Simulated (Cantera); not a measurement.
Thermodynamics of nitride etching, feed AlN + O2

Charge: 1 mol AlN, 15 mol O2, held at 927 °C and 35.0 Pa.

These are equilibrium values from Cantera (NASA tables, ideal gas, pure condensed phases), not measurements of a reactor. Candidate condensed phases: Al, AlN, Al2O3; 16 gas species. Equilibrium is a limit: real reactors are often held back by kinetics, nucleation or transport.

* **x(O2)**: 0.966
* **x(N2)**: 0.0339
* **x(NO)**: 8.69e-5
* **x(O)**: 1.32e-6
* **n(Al2O3(s))**: 0.500 mol
* **gas amount**: 14.75 mol
* **log10 activity of Al(l) (absent)**: -25.58
